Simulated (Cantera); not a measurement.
## Halide evaporation, hydrolysis and transport: SrCl₂ + O₂ + H₂

Feed: 1 mol SrCl₂, 0.33 mol O₂, 0.8 mol H₂, at 430 Pa.

Method: chemical equilibrium by Gibbs-energy minimisation in Cantera with the NASA 1993 tables (ideal gas, pure condensed phases). Candidate condensed phases: H₂O, Sr, SrCl₂, SrO, Sr(OH)₂; 20 gas species. Mutual solubility and eutectic melting of coexisting phases are not modelled. Condensed phases not in the tables: oxide chlorides. Kinetics and transport are ignored.

```json
[
 {"T (K)": "925", "x H₂O": "0.825", "x H₂": "0.175", "x HCl": "0.000108", "x SrCl₂": "1.78e-8", "x H": "1.66e-9", "n SrCl₂(s)": "1.000", "n SrO(s)": "0", "n SrCl₂(l)": "0"},
 {"T (K)": "1000", "x H₂O": "0.825", "x H₂": "0.175", "x HCl": "0.000438", "x SrCl₂": "4.75e-7", "x H": "1.45e-8", "n SrCl₂(s)": "1.000", "n SrO(s)": "0.000175", "n SrCl₂(l)": "0"},
 {"T (K)": "1075", "x H₂O": "0.824", "x H₂": "0.175", "x HCl": "0.00141", "x SrCl₂": "7.35e-6", "x H": "9.36e-8", "n SrCl₂(s)": "0.999", "n SrO(s)": "0.000562", "n SrCl₂(l)": "0"},
 {"T (K)": "1150", "x H₂O": "0.821", "x H₂": "0.175", "x HCl": "0.00381", "x SrCl₂": "7.66e-5", "x H": "4.76e-7", "n SrCl₂(s)": "0", "n SrO(s)": "0.00153", "n SrCl₂(l)": "0.998"},
 {"T (K)": "1225", "x H₂O": "0.817", "x H₂": "0.174", "x HCl": "0.00863", "x SrCl₂": "0.000527", "x H": "1.98e-6", "n SrCl₂(s)": "0", "n SrO(s)": "0.00347", "n SrCl₂(l)": "0.996"},
 {"T (K)": "1300", "x H₂O": "0.807", "x H₂": "0.173", "x HCl": "0.0176", "x SrCl₂": "0.00285", "x H": "7.02e-6", "n SrCl₂(s)": "0", "n SrO(s)": "0.00713", "n SrCl₂(l)": "0.991"},
 {"T (K)": "1375", "x H₂O": "0.785", "x H₂": "0.170", "x HCl": "0.0328", "x SrCl₂": "0.0126", "x H": "2.15e-5", "n SrCl₂(s)": "0", "n SrO(s)": "0.0135", "n SrCl₂(l)": "0.976"},
 {"T (K)": "1450", "x H₂O": "0.735", "x H₂": "0.162", "x HCl": "0.0559", "x SrCl₂": "0.0469", "x H": "5.80e-5", "n SrCl₂(s)": "0", "n SrO(s)": "0.0242", "n SrCl₂(l)": "0.935"}
]
```
x: gas mole fraction; n: condensed amount in mol.

At 925 K the condensed part is SrCl₂(s). From 1000 K to 1075 K the condensed part is SrCl₂(s) + SrO(s). From 1150 K to 1450 K the condensed part is SrCl₂(l) + SrO(s). The main Sr-bearing gas is SrCl₂ throughout.
